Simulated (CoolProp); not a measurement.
Vapour-liquid equilibrium of chloromethane (R40) (1) + isobutene (2) at 2970 kPa; x and y are mole fractions of (1).

Model: multi-fluid Helmholtz-energy mixture model, Thol 2014 and Lemmon 2005; pair parameters Bell 2016, in CoolProp.

Task: Give the bubble temperature and the first vapour's composition at x = 0.15, 0.55, 0.85. Is there an azeotrope?

Result: x = 0.15: 393.2 K, y = 0.194; x = 0.55: 379.3 K, y = 0.622; x = 0.85: 371.7 K, y = 0.883. No azeotrope shows between x = 0.05 and 0.95.

The pair parameters rest on a limited set of measurements; away from them the model extrapolates.
